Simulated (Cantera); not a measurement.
Charge: 1 mol Fe3O4, 7.9 mol H2, equilibrated at 2173 K and 1.00 Torr.

Method: chemical equilibrium by Gibbs-energy minimisation in Cantera with the NASA 1993 tables (ideal gas, pure condensed phases). Candidate condensed phases: Fe, FeO, Fe(OH)2, Fe(OH)3, Fe2O3, Fe3O4, H2O; 12 gas species. Rates play no part.

Base state: H2O 0.329, H2 0.320, Fe 0.255, H 0.0748, OH 0.0103, FeO 0.00766, O 0.00168, O2 0.000732 (mole fractions); condensed: gas only.

**Question.** What changes in the equilibrium state with this change: temperature from 2173 K to 1348.15 K?

**Answer.** 
```
species        before    after
-----------  --------  -------
H2              0.320    0.740
H2O             0.329    0.260
H              0.0748  5.46e-5
Fe              0.255  3.07e-6
OH             0.0103  3.09e-7
FeO           0.00766  2.08e-9
O             0.00168    <1e-9
O2           0.000732    <1e-9
Fe(γ), mol          0     1.05
FeO(s), mol         0     1.95
```
Mutual solubility and eutectic melting of coexisting phases are not modelled. The tables' stoichiometric FeO is somewhat more stable than real wüstite, so its field is too wide. FeO: taken at fixed stoichiometry.
